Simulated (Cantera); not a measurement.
Input: 1 mol H₂S, 0.057 mol H₂O, 3.1 mol H₂, held at 1400 Pa.

These are equilibrium values from Cantera (NASA tables, ideal gas, pure condensed phases), not measurements of a reactor. Candidate condensed phases: H₂O, H₂SO₄, S; 19 gas species. Gases not in the tables: S₃ to S₇. Rates play no part.

Q: At 948 K, list the 4 most abundant gas species with their mole fractions, and the condensed phases.

A: H₂ 0.746, H₂S 0.240, H₂O 0.0137, S₂ 0.000123. Condensed: gas only.
